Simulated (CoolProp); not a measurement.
n-nonane along the isobar 1.14 MPa: fugacity coefficient from the reference equation and from simpler models built on Tc = 594.5 K, pc = 2.282 MPa, ω = 0.443; each cubic takes its own stable root.

Model: reference Helmholtz-energy equation of state, Lemmon 2006, in CoolProp. It is a short technical equation, of lower accuracy than the large ones.

| T (K) | phase | reference |
|---|---|---|
| 468.3 | liquid | 0.2369 |
| 480.3 | liquid | 0.2951 |
| 492.2 | liquid | 0.3611 |
| 504.2 | liquid | 0.4362 |
| 516.2 | liquid | 0.5196 |
| 528.2 | liquid | 0.6109 |
| 540.1 | liquid | 0.7084 |
| 552.1 | gas | 0.7700 |
| 564.1 | gas | 0.7889 |
| 576.1 | gas | 0.8057 |
| 588 | gas | 0.8206 |
| 600 | gas | 0.8341 |

Problem. How far does each simpler model (van der Waals, Redlich-Kwong, Soave-Redlich-Kwong) lie from the reference over these 12 states: mean and median of the absolute difference, and the worst?

Solution. 
- van der Waals: mean 47.9 %, median 23.1 %, worst +153.5 % at 468.3 K and 1.14 MPa
- Redlich-Kwong: mean 23.5 %, median 17.4 %, worst +66.6 % at 468.3 K and 1.14 MPa
- Soave-Redlich-Kwong: mean 2.6 %, median 3.4 %, worst +3.8 % at 504.2 K and 1.14 MPa

At some of these states van der Waals, Redlich-Kwong gives the other phase, because its saturation line lies elsewhere.
